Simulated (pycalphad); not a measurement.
# Effect of B content in Ti-Hf-B

Computed with pycalphad from the COST 507 light-alloy database (1999), at 1 atm. The database dates from 1999; later assessments differ in places, in temperatures and in the compounds included. Amounts are mole fractions of atoms.

**Question.** One of these alloys has its liquidus at 1891 K, its solidus at 1814 K, and holds HCP_A3 0.96, BM 0.04 at 1050 K. Which?
A) Ti-1.87Hf-2.23B (at.%)
B) Ti-1.87Hf-3.35B (at.%)
C) Ti-1.87Hf-8.94B (at.%)
D) Ti-1.87Hf-4.47B (at.%)
E) Ti-1.87Hf-1.12B (at.%)
F) Ti-1.87Hf-17.88B (at.%)

**Answer.** A, Ti-1.87Hf-2.23B (at.%). The others: Ti-1.87Hf-1.12B (at.%), liquidus 1913, solidus 1814; Ti-1.87Hf-3.35B (at.%), liquidus 1870, solidus 1814; Ti-1.87Hf-4.47B (at.%), liquidus 1850, solidus 1814; Ti-1.87Hf-8.94B (at.%), liquidus 1857, solidus 1814; Ti-1.87Hf-17.88B (at.%), liquidus 1979, solidus 1814

Database names, with the compositions (at.%) that they take in these runs: BM: Ti 50 B 50. HCP_A3 is hcp.
